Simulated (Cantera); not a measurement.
Charge: 1 mol CuO, 8.8 mol H2, 0.64 mol N2, held at 1550 K and 57.0 mbar.

Cantera equilibrium calculation (NASA polynomials, part measured and part estimated; ideal gas, pure solids and liquids). Candidate condensed phases: Cu, CuO, Cu(OH)2, Cu2O, H2O; 27 gas species. Rates play no part.

Base state: H2 0.826, H2O 0.106, N2 0.0678, Cu 0.000326, H 0.000120 (mole fractions); condensed: Cu(l).

Question: What changes in the equilibrium state with this change: CuO replaced by PbS?

Answer: 
```tsv
species	before	after
H2	0.826	0.813
PbS	0	0.0632
N2	0.0678	0.0611
H2O	0.106	0
Pb	0	0.0323
H2S	0	0.0268
Cu	0.000326	0
S2	0	0.00232
SH	0	0.000852
S	0	1.44e-5
H	0.000120	0.000119
Cu(l), mol	0.997	0
```
Further candidate phases: Pb, PbS, S.
